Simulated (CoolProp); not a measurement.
Model: reference Helmholtz-energy equation of state, Span 2000, in CoolProp.

Question: For nitrogen, give the phase and the cv (kJ/(kg K)), speed of sound (m/s), Joule-Thomson coefficient (K/MPa), expansivity (1/kK) at 465.75 °C and 80.2 bar.

Answer: 
- 465.75 °C and 80.2 bar: supercritical; cv 0.814, speed of sound 568, Joule-Thomson coefficient -0.368, expansivity 1.33
